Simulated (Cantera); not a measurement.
Charge: 1 mol PbO, 0.76 mol H2, equilibrated at 0.00470 bar.

Equilibrium computed with Cantera from the NASA thermochemical tables; the gas is ideal and each condensed phase is pure. Candidate condensed phases: H2O, Pb, PbO, PbO2, Pb3O4; 12 gas species. Each liquid is taken as pure. Mutual solubility and eutectic melting of coexisting phases are not modelled. Gases not in the tables: (PbO)n polymers. Rates play no part.

x: gas mole fraction; n: condensed amount in mol.

```tsv
T (K)	x H2O	x Pb	x PbO	x H2	x O2	n Pb(s)	n PbO(red)	n Pb(l)	n PbO(yellow)	n PbO(l)
600	1.000	1.10e-9	<1e-12	1.84e-5	<1e-12	0.760	0.240	0	0	0
675	1.000	7.20e-8	5.83e-12	3.11e-5	<1e-12	0	0.240	0.760	0	0
750	1.000	2.02e-6	8.92e-10	4.85e-5	<1e-12	0	0.240	0.760	0	0
825	1.000	3.05e-5	5.34e-8	7.13e-5	<1e-12	0	0	0.760	0.240	0
900	1.000	0.000291	1.59e-6	9.98e-5	<1e-12	0	0	0.760	0.240	0
975	0.998	0.00195	2.76e-5	0.000134	1.95e-11	0	0	0.758	0.240	0
1050	0.990	0.00990	0.000315	0.000173	9.06e-10	0	0	0.752	0.240	0
1125	0.957	0.0403	0.00257	0.000213	2.49e-8	0	0	0.728	0.238	0
1200	[?]	[?]	[?]	[?]	[?]	0	0	[?]	0	[?]
1275	0.537	0.401	0.0617	0.000233	3.45e-6	0	0	0.192	0	0.153
1350	0.432	0.432	0.136	[?]	[?]	0	0	0	0	0
1425	0.431	0.432	0.136	0.000310	0.000178	0	0	0	0	0
```

Q: What belongs in the gaps?

A: 
- 1350, x H2: 0.000174
- 1350, x O2: 5.47e-5
- 1200, x H2O: 0.848
- 1200, x Pb: 0.137
- 1200, x PbO: 0.0145
- 1200, x H2: 0.000258
- 1200, x O2: 3.71e-7
- 1200, n Pb(l): 0.637
- 1200, n PbO(l): 0.227
